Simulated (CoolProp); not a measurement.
n-butane along the isotherm 375.8 K: density (kg/m³) from the reference equation and from simpler models built on Tc = 425.1 K, pc = 3.796 MPa, ω = 0.201; each cubic takes its own stable root.

Values from CoolProp's reference Helmholtz-energy equation of state, Bücker 2006.

```json
[
 {"p (MPa)": "0.173", "phase": "gas", "reference": "3.296"},
 {"p (MPa)": "0.345", "phase": "gas", "reference": "6.741"},
 {"p (MPa)": "0.518", "phase": "gas", "reference": "10.40"},
 {"p (MPa)": "0.69", "phase": "gas", "reference": "14.28"},
 {"p (MPa)": "0.863", "phase": "gas", "reference": "18.45"},
 {"p (MPa)": "1.04", "phase": "gas", "reference": "23.07"},
 {"p (MPa)": "1.21", "phase": "gas", "reference": "27.93"},
 {"p (MPa)": "1.38", "phase": "gas", "reference": "33.33"},
 {"p (MPa)": "1.55", "phase": "gas", "reference": "39.49"},
 {"p (MPa)": "1.73", "phase": "liquid", "reference": "463.1"},
 {"p (MPa)": "1.9", "phase": "liquid", "reference": "464.2"}
]
```

How far does each simpler model (Redlich-Kwong, Peng-Robinson) lie from the reference over these 11 states: mean and median of the absolute difference, and the worst?


- Redlich-Kwong: mean 10.8 %, median 1.5 %, worst -90.3 % at 375.8 K and 1.73 MPa
- Peng-Robinson: mean 0.6 %, median 0.6 %, worst -1.0 % at 375.8 K and 1.73 MPa

At some of these states Redlich-Kwong gives the other phase, because its saturation line lies elsewhere.
